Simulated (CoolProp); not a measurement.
A simple Rankine cycle with n-heptane: condensing at 302.15 K, boiler at 1.31 MPa, turbine inlet 492.8 K, turbine efficiency 0.85, pump efficiency 0.8, no recuperator. Each further row changes one setting.

Computed with CoolProp (reference Helmholtz-energy equation of state, Span 2003). It is a short technical equation, of lower accuracy than the large ones.

| case | thermal efficiency (%) | net work (kJ/kg) | heat in (kJ/kg) | turbine exit temperature (K) | volume ratio over the turbine |
|---|---|---|---|---|---|
| as stated | 20.7 | ? | 710 | ? | 213 |
| turbine inlet 512.8 K | 20.4 | 157 | ? | 429.9 | 198 |
| condensing temperature 294.15 K | 21.7 | 158 | 728 | 402.2 | 314 |
| boiler pressure 0.917 MPa | 19.6 | 143 | 730 | 418.4 | 130 |
| turbine efficiency 0.75 | 18.2 | 130 | 710 | 415.5 | 217 |

Problem. Fill in the missing entries.

Solution. 
- as stated, net work (kJ/kg): 147
- as stated, turbine exit temperature (K): 407.4
- turbine inlet 512.8 K, heat in (kJ/kg): 769
